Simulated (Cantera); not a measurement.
A perfectly stirred reactor is fed with CH₄ : O₂ : N₂ = 1 : 3.08 : 11.6 (molar parts), at 87000 Pa; it is adiabatic with a 600 K inlet, and is followed from long to short residence time, starting on the burning branch (τ in s: 0.2, 0.079, 0.032, 0.013, 0.0053, 0.0022, 0.00087, 0.00035, 0.00014, 5.8e-05, 2.4e-05, 9.6e-06, 3.9e-06).

Cantera simulation using GRI-Mech 3.0 (53 species, 325 reactions); the numbers are that mechanism's predictions, not measurements.

### Question
Predict: blow-out, bracketed by the residence times tried; x(CH₄) at τ = 0.200 s; x(O₂) at τ = 0.200 s; x(HO₂) at τ = 0.200 s; x(NO₂) at τ = 0.200 s; x(OH) at τ = 0.200 s; x(CH₄) at τ = 0.870 ms; x(O₂) at τ = 0.870 ms; x(HO₂) at τ = 0.870 ms; x(NO₂) at τ = 0.870 ms; x(OH) at τ = 0.870 ms.

### Answer
```
Property                                                                       Result
------------------------------------------------  -----------------------------------
blow-out, bracketed by the residence times tried  burning at 0.140 ms, out at 58.0 µs
x(CH₄) at τ = 0.200 s                                                         3.43e-6
x(O₂) at τ = 0.200 s                                                           0.0685
x(HO₂) at τ = 0.200 s                                                         1.36e-6
x(NO₂) at τ = 0.200 s                                                         1.94e-7
x(OH) at τ = 0.200 s                                                          0.00196
x(CH₄) at τ = 0.870 ms                                                       0.000156
x(O₂) at τ = 0.870 ms                                                          0.0715
x(HO₂) at τ = 0.870 ms                                                        1.26e-5
x(NO₂) at τ = 0.870 ms                                                        8.78e-9
x(OH) at τ = 0.870 ms                                                         0.00618
```
